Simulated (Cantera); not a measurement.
## S + SO2 + O2 (abatement and gas-phase synthesis)

Feed: 1 mol S, 0.17 mol SO2, 3 mol O2, at 0.133 bar.

These are equilibrium values from Cantera (NASA tables, ideal gas, pure condensed phases), not measurements of a reactor. Candidate condensed phases: S; 10 gas species. Rates play no part.

```tsv
T (K)	x O2	x SO2	x O	x SO	x S	x SO3	x S2	x S2O
2473	0.610	0.357	0.0271	0.00595	2.53e-5	0.000197	5.58e-8	5.70e-8
2523	0.604	0.353	0.0345	0.00791	4.41e-5	0.000178	1.12e-7	9.49e-8
2573	0.597	0.349	0.0435	0.0104	7.54e-5	0.000160	2.17e-7	1.54e-7
2623	0.589	0.343	0.0543	0.0134	0.000126	0.000144	4.11e-7	2.46e-7
2673	0.579	0.336	0.0671	0.0172	0.000206	0.000130	7.58e-7	3.83e-7
2723	0.568	0.328	0.0821	0.0217	0.000331	0.000116	1.36e-6	5.84e-7
2773	0.555	0.318	0.0995	0.0271	0.000522	0.000104	2.39e-6	8.72e-7
2823	0.540	0.306	0.120	0.0334	0.000807	9.19e-5	4.08e-6	1.27e-6
2873	0.523	0.293	0.142	0.0406	0.00123	8.09e-5	6.80e-6	1.82e-6
2923	0.504	0.278	0.168	0.0487	0.00183	7.06e-5	1.11e-5	2.54e-6
2973	0.483	0.261	0.196	0.0576	0.00268	6.10e-5	1.75e-5	3.46e-6
3023	0.459	0.242	0.227	0.0670	0.00385	5.20e-5	2.70e-5	4.59e-6
3073	0.434	0.222	0.261	0.0769	0.00544	4.38e-5	4.06e-5	5.94e-6
```
x: gas mole fraction; nothing condenses.

From 2473 K to 3073 K nothing is condensed.
